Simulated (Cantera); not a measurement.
## Equilibrium for carbothermic reduction: CuO + CH₄ + N₂

A closed system holds: 1 mol CuO, a varied amount of CH₄, 13 mol N₂, at 1323.15 K and 550 Pa.

These are equilibrium values from Cantera (NASA tables, ideal gas, pure condensed phases), not measurements of a reactor. Candidate condensed phases: C, C₆H₆, C₇H₈, C₈H₁₈, Cu, CuO, Cu(OH)₂, Cu₂O, H₂O; 139 gas species. The numbers say what is thermodynamically allowed, not how fast it happens.

From 0.61 mol CH₄ to 0.92 mol CH₄ the condensed part is Cu(s). From 1.1 mol CH₄ to 4.7 mol CH₄ the condensed part is C(graphite) + Cu(s). The main Cu-bearing gas is Cu throughout.

```tsv
n(CH₄) (mol)	log p N₂	log p H₂	log p CO	log p H₂O	log p CO₂	log p HCN	n Cu(s)	n C(graphite)
0.61	-2.32	-3.47	-3.72	-3.95	-4.47	-11.85	0.999	0
0.75	-2.33	-3.33	-3.60	-4.15	-4.70	-11.33	0.999	0
0.92	-2.34	-3.21	-3.50	-4.66	-5.22	-10.55	0.999	0
1.1	-2.36	-3.13	-3.47	-8.73	-9.34	-6.33	0.999	0.0986
1.4	-2.37	-3.04	-3.48	-8.66	-9.37	-6.30	0.999	0.398
1.7	-2.39	-2.97	-3.50	-8.60	-9.40	-6.27	0.999	0.698
2.1	-2.41	-2.90	-3.52	-8.55	-9.44	-6.24	0.999	1.10
2.5	-2.42	-2.84	-3.54	-8.51	-9.48	-6.22	0.999	1.50
3.1	-2.45	-2.77	-3.57	-8.47	-9.53	-6.20	0.999	2.10
3.8	-2.48	-2.71	-3.59	-8.44	-9.59	-6.19	0.999	2.80
4.7	-2.51	-2.66	-3.63	-8.42	-9.66	-6.18	0.999	3.70
```
log p: log10 of the partial pressure in bar; n: condensed amount in mol.
